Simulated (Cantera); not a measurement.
A perfectly stirred reactor is fed with C₂H₆ : N₂ = 1 : 140 (molar parts), at 250 Pa; it is held at 1950 K, and followed from long to short residence time.

Cantera simulation using GRI-Mech 3.0 (53 species, 325 reactions); the numbers are that mechanism's predictions, not measurements. GRI-Mech 3.0 stops at C3 and has no aromatics, soot or wall deposition, so with more carbon than oxygen in the feed, carbon stays in small species such as C2H2 where larger ones or solid carbon would form. Radical loss at walls, strong at low pressure, is not modelled.

**Question.** Predict: x(C₂H₆) at τ = 4.50 s; x(HCN) at τ = 4.50 s; x(C₂H₄) at τ = 4.50 s; x(H) at τ = 4.50 s; x(C₂H) at τ = 4.50 s; x(C₂H₆) at τ = 56.0 ms; x(HCN) at τ = 56.0 ms; x(C₂H₄) at τ = 56.0 ms; x(H) at τ = 56.0 ms; x(C₂H) at τ = 56.0 ms.

**Answer.** 
```json
{
 "x(C₂H₆) at τ = 4.50 s": "7.67e-7",
 "x(HCN) at τ = 4.50 s": "0.00131",
 "x(C₂H₄) at τ = 4.50 s": "8.29e-6",
 "x(H) at τ = 4.50 s": "0.000499",
 "x(C₂H) at τ = 4.50 s": "3.63e-6",
 "x(C₂H₆) at τ = 56.0 ms": "5.69e-5",
 "x(HCN) at τ = 56.0 ms": "0.000175",
 "x(C₂H₄) at τ = 56.0 ms": "0.000398",
 "x(H) at τ = 56.0 ms": "0.000838",
 "x(C₂H) at τ = 56.0 ms": "6.72e-6"
}
```
